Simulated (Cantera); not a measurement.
A perfectly stirred reactor is fed with CH4 : H2 : O2 : N2 = 1 : 0.84 : 5.26 : 19.8 (molar parts), equivalence ratio 0.46, at 6.00 bar; it is adiabatic with a 748 K inlet, and is followed from long to short residence time, starting on the burning branch (τ in s: 0.13, 0.039, 0.011, 0.0033, 0.00096, 0.00028, 8.2e-05, 2.4e-05, 7e-06).

Model: GRI-Mech 3.0 (53 species, 325 reactions), integrated in Cantera.

One state of this run: T (K) = 1792; x CH4 = 4.02e-5; x H2 = 0.000120; x O2 = 0.107; x NO = 6.73e-6; x C2H4 = 2.87e-8; x C2H6 = 6.00e-9; x C2H2 = 1.07e-8. x: mole fraction; the columns are a selection and need not sum to one.

Q: Which value of τ (s) does it belong to?
A) 0.00096
B) 0.039
C) 0.0033
D) 0.13

A: C, 0.0033
